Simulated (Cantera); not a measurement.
An adiabatic, constant-pressure homogeneous reactor starts with CH₄ : O₂ : N₂ = 1 : 5 : 18.8 (molar parts), at 1775 K and 0.987 atm. Integrator tolerance rtol = 1e-08.

Model: GRI-Mech 3.0 (53 species, 325 reactions), integrated in Cantera.

**Question.** What does this change do: pressure from 0.987 atm to 2.27 atm?

**Answer.** 
| quantity | before | after |
|---|---|---|
| time of steepest temperature rise | 0.126 ms | 59.5 µs |
| temperature at 1.00 s | 2472 K | 2494 K |
| equilibrium temperature | 2472 K | 2494 K |
| x(CH₄) at 1.00 s | <1e-12 (gas-phase equilibrium <1e-12) | <1e-12 (gas-phase equilibrium <1e-12) |
| x(O₂) at 1.00 s | 0.110 (gas-phase equilibrium 0.110) | 0.110 (gas-phase equilibrium 0.110) |
| x(N₂O) at 1.00 s | 8.35e-7 (gas-phase equilibrium 8.35e-7) | 1.32e-6 (gas-phase equilibrium 1.32e-6) |
| x(NO) at 1.00 s | 0.0155 (gas-phase equilibrium 0.0155) | 0.0161 (gas-phase equilibrium 0.0161) |
| x(CH₂O) at 1.00 s | 1.63e-12 (gas-phase equilibrium 1.63e-12) | 2.11e-12 (gas-phase equilibrium 2.11e-12) |
| x(CO) at 1.00 s | 0.00351 (gas-phase equilibrium 0.00351) | 0.00266 (gas-phase equilibrium 0.00266) |
| x(H) at 1.00 s | 0.000762 (gas-phase equilibrium 0.000762) | 0.000477 (gas-phase equilibrium 0.000477) |

**Question.** What does this change do: initial temperature 1775 to 1400 K?

**Answer.** 
| quantity | before | after |
|---|---|---|
| time of steepest temperature rise | 0.126 ms | 2.33 ms |
| temperature at 1.00 s | 2472 K | 2203 K |
| equilibrium temperature | 2472 K | 2203 K |
| x(CH₄) at 1.00 s | <1e-12 (gas-phase equilibrium <1e-12) | <1e-12 (gas-phase equilibrium <1e-12) |
| x(O₂) at 1.00 s | 0.110 (gas-phase equilibrium 0.110) | 0.115 (gas-phase equilibrium 0.115) |
| x(N₂O) at 1.00 s | 8.35e-7 (gas-phase equilibrium 8.35e-7) | 5.02e-7 (gas-phase equilibrium 5.02e-7) |
| x(NO) at 1.00 s | 0.0155 (gas-phase equilibrium 0.0155) | 0.00918 (gas-phase equilibrium 0.00924) |
| x(CH₂O) at 1.00 s | 1.63e-12 (gas-phase equilibrium 1.63e-12) | <1e-12 (gas-phase equilibrium <1e-12) |
| x(CO) at 1.00 s | 0.00351 (gas-phase equilibrium 0.00351) | 0.000722 (gas-phase equilibrium 0.000721) |
| x(H) at 1.00 s | 0.000762 (gas-phase equilibrium 0.000762) | 9.50e-5 (gas-phase equilibrium 9.49e-5) |
